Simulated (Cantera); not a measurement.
A closed system holds: 1 mol CuO, 370 mol H2, 2.3 mol N2, equilibrated at 63.0 Pa.

Method: chemical equilibrium by Gibbs-energy minimisation in Cantera with the NASA 1993 tables (ideal gas, pure condensed phases). Candidate condensed phases: Cu, CuO, Cu(OH)2, Cu2O, H2O; 27 gas species. Kinetics and transport are ignored. All values below are at 1227 °C.

Base state: H2 0.988, N2 0.00616, H2O 0.00268, Cu 0.00268, H 0.000697 (mole fractions); condensed: gas only.

Task: What changes in the equilibrium state with this change: pressure from 63.0 Pa to 12.0 Pa?

Result: 
```json
[
 {"species": "H2", "before": "0.988", "after": "0.987"},
 {"species": "N2", "before": "0.00616", "after": "0.00616"},
 {"species": "Cu", "before": "0.00268", "after": "0.00268"},
 {"species": "H", "before": "0.000697", "after": "0.00160"},
 {"species": "H2O", "before": "0.00268", "after": "0.00268"}
]
```
